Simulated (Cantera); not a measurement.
An isothermal, constant-pressure homogeneous reactor starts with CO : O2 : H2O : N2 = 0.0053 : 0.015 : 0.00073 : 1 (molar parts), at 1000 K and 13000 Pa. Integrator tolerance rtol = 1e-08.

Model: GRI-Mech 3.0 (53 species, 325 reactions), integrated in Cantera.

Task: What does this change do: N2 1 to 5.9 parts?

Result: 
| quantity | before | after |
|---|---|---|
| x(CO) at 7.00 s | 1.90e-5 (gas-phase equilibrium 8.03e-12) | 0.000116 (gas-phase equilibrium 3.33e-12) |
| x(O2) at 7.00 s | 0.0121 (gas-phase equilibrium 0.0121) | 0.00214 (gas-phase equilibrium 0.00208) |
| x(H2O) at 7.00 s | 0.000716 (gas-phase equilibrium 0.000717) | 0.000122 (gas-phase equilibrium 0.000123) |
| x(CO2) at 7.00 s | 0.00519 (gas-phase equilibrium 0.00520) | 0.000779 (gas-phase equilibrium 0.000896) |
| x(NO) at 7.00 s | 3.57e-8 (gas-phase equilibrium 8.44e-6) | 9.86e-9 (gas-phase equilibrium 3.53e-6) |
| x(N2O) at 7.00 s | 1.38e-7 (gas-phase equilibrium 2.79e-10) | 1.10e-7 (gas-phase equilibrium 1.17e-10) |

Task: What does this change do: pressure from 13000 Pa to 890000 Pa?

Result: 
```tsv
quantity	before	after
x(CO) at 7.00 s	1.90e-5 (gas-phase equilibrium 8.03e-12)	0.00296 (gas-phase equilibrium <1e-12)
x(O2) at 7.00 s	0.0121 (gas-phase equilibrium 0.0121)	0.0136 (gas-phase equilibrium 0.0121)
x(H2O) at 7.00 s	0.000716 (gas-phase equilibrium 0.000717)	0.000715 (gas-phase equilibrium 0.000717)
x(CO2) at 7.00 s	0.00519 (gas-phase equilibrium 0.00520)	0.00224 (gas-phase equilibrium 0.00520)
x(NO) at 7.00 s	3.57e-8 (gas-phase equilibrium 8.44e-6)	1.83e-11 (gas-phase equilibrium 8.44e-6)
x(N2O) at 7.00 s	1.38e-7 (gas-phase equilibrium 2.79e-10)	2.73e-7 (gas-phase equilibrium 2.31e-9)
```
